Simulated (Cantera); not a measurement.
Mixture: CO : H2 : CH4 : O2 : N2 = 1 : 0.17 : 0.6 : 1.49 : 5.59 (molar parts), equivalence ratio 1.2, at 750 Torr, adiabatic and at constant volume. Ignition delay is the time to a rise of 400 K.

Cantera simulation using GRI-Mech 3.0 (53 species, 325 reactions); the numbers are that mechanism's predictions, not measurements.

Question: Predict: delay at 1048 K; delay at 1198 K; delay at 1348 K; delay at 1498 K; delay at 1648 K; apparent activation energy between 1498 and 1648 K.

Answer: 
```json
{
  "delay at 1048 K": "21.1 ms",
  "delay at 1198 K": "4.92 ms",
  "delay at 1348 K": "1.20 ms",
  "delay at 1498 K": "0.372 ms",
  "delay at 1648 K": "0.147 ms",
  "apparent activation energy between 1498 and 1648 K": "130 kJ/mol"
}
```
